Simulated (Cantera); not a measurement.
## Ammonia decomposition in nitride growth gas

An isothermal, constant-pressure homogeneous reactor starts with 82.6 % NH3, 17.4 % N2, at 2123 K and 0.0263 atm.

Detailed kinetics in Cantera: the gas-phase N/H chemistry of the illustrative SiF4/NH3 mechanism in the Surface Chemkin manual (1991). Walls and surfaces, which speed up NH3 decomposition in real reactors, are not modelled.

```json
[
 {"t (s)": "1.00e-6", "x NH3": "0.826", "x N2": "0.174", "x NH2": "1.04e-6", "x N2H2": "<1e-12", "x N2H4": "<1e-12", "x N": "<1e-12"},
 {"t (s)": "4.78e-6", "x NH3": "0.826", "x N2": "0.174", "x NH2": "6.65e-6", "x N2H2": "4.50e-12", "x N2H4": "<1e-12", "x N": "<1e-12"},
 {"t (s)": "2.29e-5", "x NH3": "0.826", "x N2": "0.174", "x NH2": "3.64e-5", "x N2H2": "5.56e-10", "x N2H4": "5.60e-12", "x N": "<1e-12"},
 {"t (s)": "0.000109", "x NH3": "0.826", "x N2": "0.174", "x NH2": "0.000179", "x N2H2": "3.17e-8", "x N2H4": "1.50e-10", "x N": "6.83e-11"},
 {"t (s)": "0.000524", "x NH3": "0.825", "x N2": "0.173", "x NH2": "0.000843", "x N2H2": "1.16e-6", "x N2H4": "3.42e-9", "x N": "6.52e-9"},
 {"t (s)": "0.00250", "x NH3": "0.819", "x N2": "0.174", "x NH2": "0.00263", "x N2H2": "1.47e-5", "x N2H4": "3.33e-8", "x N": "9.51e-8"},
 {"t (s)": "0.0120", "x NH3": "0.780", "x N2": "0.181", "x NH2": "0.00257", "x N2H2": "1.62e-5", "x N2H4": "3.19e-8", "x N": "5.57e-7"},
 {"t (s)": "0.0573", "x NH3": "0.623", "x N2": "0.209", "x NH2": "0.00197", "x N2H2": "1.13e-5", "x N2H4": "1.87e-8", "x N": "1.81e-6"},
 {"t (s)": "0.274", "x NH3": "0.255", "x N2": "0.275", "x NH2": "0.00101", "x N2H2": "3.37e-6", "x N2H4": "4.95e-9", "x N": "2.85e-6"},
 {"t (s)": "1.31", "x NH3": "0.0120", "x N2": "0.319", "x NH2": "0.000126", "x N2H2": "1.04e-7", "x N2H4": "7.69e-11", "x N": "3.05e-6"},
 {"t (s)": "6.27", "x NH3": "1.17e-6", "x N2": "0.318", "x NH2": "9.60e-8", "x N2H2": "<1e-12", "x N2H4": "<1e-12", "x N": "1.42e-7"},
 {"t (s)": "30.0", "x NH3": "1.68e-7", "x N2": "0.318", "x NH2": "1.38e-8", "x N2H2": "<1e-12", "x N2H4": "<1e-12", "x N": "2.07e-8"}
]
```
x: mole fraction; the columns are a selection and need not sum to one.

Equilibrium at this temperature and pressure: NH3 1.35e-7, N2 0.318, NH2 1.11e-8, N2H2 <1e-12, N2H4 <1e-12, N 1.65e-8 (gas phase only).
